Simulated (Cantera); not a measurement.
**Thermal oxidation and active oxidation of silicon: Si + H2O + N2**

Charge: 1 mol Si, a varied amount of H2O, 150 mol N2, equilibrated at 2073.15 K and 3.90 bar.

Equilibrium computed with Cantera from the NASA thermochemical tables; the gas is ideal and each condensed phase is pure. Candidate condensed phases: H2O, Si, SiO2, Si2N2O, Si3N4; 35 gas species. Mutual solubility and eutectic melting of coexisting phases are not modelled. The tables hold silica as quartz up to 1696 K and as liquid above; real silica turns to tridymite and cristobalite and melts near 1996 K. Gases not in the tables: Si(OH)4. Equilibrium is a limit: real reactors are often held back by kinetics, nucleation or transport.

From 0.29 mol H2O to 0.48 mol H2O the condensed part is Si2N2O(s) + Si3N4(s). From 0.67 mol H2O to 0.86 mol H2O the condensed part is Si2N2O(s). From 1.1 mol H2O to 2.6 mol H2O the condensed part is SiO2(l). The share of Si in condensed phases is highest at 2.6 mol H2O (97.3 %) and lowest at 1.1 mol H2O (9.0 %).

| n(H2O) (mol) | log p N2 | log p H2 | log p SiO | log p H2O | n Si2N2O(s) | n Si3N4(s) | n SiO2(l) |
|---|---|---|---|---|---|---|---|
| 0.29 | 0.59 | -2.13 | -2.19 | -6.91 | 0.0429 | 0.222 | 0 |
| 0.48 | 0.59 | -1.91 | -2.19 | -6.69 | 0.232 | 0.0954 | 0 |
| 0.67 | 0.59 | -1.77 | -2.05 | -6.28 | 0.329 | 0 | 0 |
| 0.86 | 0.59 | -1.66 | -1.73 | -5.53 | 0.140 | 0 | 0 |
| 1.1 | 0.59 | -1.56 | -1.63 | -3.59 | 0 | 0 | 0.0899 |
| 1.2 | 0.59 | -1.52 | -1.68 | -3.50 | 0 | 0 | 0.188 |
| 1.4 | 0.59 | -1.45 | -1.80 | -3.32 | 0 | 0 | 0.381 |
| 1.6 | 0.59 | -1.40 | -1.96 | -3.11 | 0 | 0 | 0.569 |
| 1.8 | 0.59 | -1.35 | -2.18 | -2.84 | 0 | 0 | 0.743 |
| 2 | 0.58 | -1.32 | -2.49 | -2.49 | 0 | 0 | 0.874 |
| 2.2 | 0.58 | -1.31 | -2.80 | -2.17 | 0 | 0 | 0.938 |
| 2.4 | 0.58 | -1.30 | -3.02 | -1.95 | 0 | 0 | 0.962 |
| 2.6 | 0.58 | -1.30 | -3.17 | -1.80 | 0 | 0 | 0.973 |
log p: log10 of the partial pressure in bar; n: condensed amount in mol.
